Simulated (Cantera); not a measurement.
**Gas activation for diamond growth**

An isothermal, constant-pressure homogeneous reactor starts with CH4 : H2 : H = 0.045 : 1 : 0.013 (molar parts), at 2375 K and 0.0190 bar.

Detailed kinetics in Cantera: GRI-Mech 3.0 (53 species, 325 reactions). GRI-Mech 3.0 stops at C3 and has no aromatics, soot or wall deposition, so with more carbon than oxygen in the feed, carbon stays in small species such as C2H2 where larger ones or solid carbon would form. Radical loss at walls, strong at low pressure, is not modelled.

```
t (s)        x CH4   x H2     x H    x C2H6   x C2H2     x CH3
--------  --------  -----  ------  --------  -------  --------
0.000300    0.0319  0.947  0.0120   4.82e-6  0.00108   0.00741
0.000850    0.0226  0.946  0.0174   3.75e-6  0.00536   0.00760
0.00241    0.00908  0.950  0.0228   7.99e-7   0.0138   0.00399
0.00682    0.00189  0.949  0.0293   4.39e-8   0.0187   0.00108
0.0193    0.000310  0.942  0.0374   1.45e-9   0.0198  0.000227
0.0547     5.10e-5  0.931  0.0490  4.87e-11   0.0199   4.95e-5
0.155      1.16e-5  0.912  0.0687  3.28e-12   0.0197   1.60e-5
0.439      5.94e-6  0.890  0.0906  1.07e-12   0.0195   1.11e-5
1.24       5.13e-6  0.884  0.0968    <1e-12   0.0194   1.03e-5
3.52       5.12e-6  0.884  0.0969    <1e-12   0.0194   1.03e-5
9.97       5.12e-6  0.884  0.0969    <1e-12   0.0194   1.03e-5
28.2       5.12e-6  0.884  0.0969    <1e-12   0.0194   1.03e-5
80.0       5.12e-6  0.884  0.0969    <1e-12   0.0194   1.03e-5
```
x: mole fraction; the columns are a selection and need not sum to one.

Equilibrium at this temperature and pressure: CH4 5.17e-6, H2 0.884, H 0.0969, C2H6 <1e-12, C2H2 0.0194, CH3 1.04e-5 (gas phase only).
